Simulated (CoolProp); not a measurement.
The fluid at 464.58 K and 3.44 MPa flows at 0.59 m/s in a round tube of 100 mm bore and 15 µm roughness, fully developed (64/Re and Nu = 3.66 if laminar; Colebrook and Gnielinski if turbulent). The same conditions are run with several fluids, on thermodynamics alone (safety and materials aside).

The numbers come from the reference Helmholtz-energy equation of state of each fluid (methane: Setzmann 1991; dry air: Lemmon 2000; isobutane: Bücker 2006; sulfur hexafluoride: Guder 2009; propylene: Lemmon 2013) in CoolProp. Blends and air are pseudo-pure fits.

### Question
Rank methane, dry air, isobutane, sulfur hexafluoride, propylene by Reynolds number, highest first.

### Answer
sulfur hexafluoride (343000), isobutane (297000), propylene (170000), dry air (57700), methane (51500)

```csv
fluid,Darcy friction factor,pressure drop (Pa/m),heat-transfer coefficient (W/(m² K)),mass flow (kg/h)
methane,0.0213,0.531,71.1,239
dry air,0.0208,0.924,46.3,426
isobutane,0.0159,1.87,233,1130
sulfur hexafluoride,0.0156,3.81,160,2340
propylene,0.0172,1.27,136,710
```

Transport values come from each fluid's own correlations; those of propylene are estimates that may be off by 10 % or more.
